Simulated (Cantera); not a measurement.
An isothermal, constant-pressure homogeneous reactor starts with NH3 : N2 = 1 : 11 (molar parts), at 1875 K and 2670 Pa. Integrator tolerance rtol = 1e-08.

Model: the gas-phase N/H chemistry of the illustrative SiF4/NH3 mechanism in the Surface Chemkin manual (1991), integrated in Cantera. Walls and surfaces, which speed up NH3 decomposition in real reactors, are not modelled.

Task: What does this change do: N2 11 to 6.1 parts?

Result: 
| quantity | before | after |
|---|---|---|
| x(NH3) at 30.0 s | 2.60e-5 (gas-phase equilibrium 2.43e-8) | 4.97e-5 (gas-phase equilibrium 4.75e-8) |
| x(N2) at 30.0 s | 0.884 (gas-phase equilibrium 0.884) | 0.814 (gas-phase equilibrium 0.814) |
| x(NH2) at 30.0 s | 5.52e-7 (gas-phase equilibrium 8.03e-10) | 8.95e-7 (gas-phase equilibrium 1.24e-9) |
| x(H2) at 30.0 s | 0.115 (gas-phase equilibrium 0.115) | 0.184 (gas-phase equilibrium 0.184) |
| x(N) at 30.0 s | 2.14e-7 (gas-phase equilibrium 7.56e-10) | 2.50e-7 (gas-phase equilibrium 7.25e-10) |
| x(N2H4) at 30.0 s | <1e-12 (gas-phase equilibrium <1e-12) | <1e-12 (gas-phase equilibrium <1e-12) |
| x(H) at 30.0 s | 0.000880 (gas-phase equilibrium 0.00137) | 0.00120 (gas-phase equilibrium 0.00173) |

Task: What does this change do: temperature 1875 to 1573 K?

Result: 
| quantity | before | after |
|---|---|---|
| x(NH3) at 30.0 s | 2.60e-5 (gas-phase equilibrium 2.43e-8) | 0.0570 (gas-phase equilibrium 4.87e-8) |
| x(N2) at 30.0 s | 0.884 (gas-phase equilibrium 0.884) | 0.907 (gas-phase equilibrium 0.885) |
| x(NH2) at 30.0 s | 5.52e-7 (gas-phase equilibrium 8.03e-10) | 3.07e-5 (gas-phase equilibrium 8.39e-11) |
| x(H2) at 30.0 s | 0.115 (gas-phase equilibrium 0.115) | 0.0364 (gas-phase equilibrium 0.115) |
| x(N) at 30.0 s | 2.14e-7 (gas-phase equilibrium 7.56e-10) | 4.72e-8 (gas-phase equilibrium 2.07e-12) |
| x(N2H4) at 30.0 s | <1e-12 (gas-phase equilibrium <1e-12) | 1.01e-9 (gas-phase equilibrium <1e-12) |
| x(H) at 30.0 s | 0.000880 (gas-phase equilibrium 0.00137) | 8.45e-6 (gas-phase equilibrium 8.51e-5) |
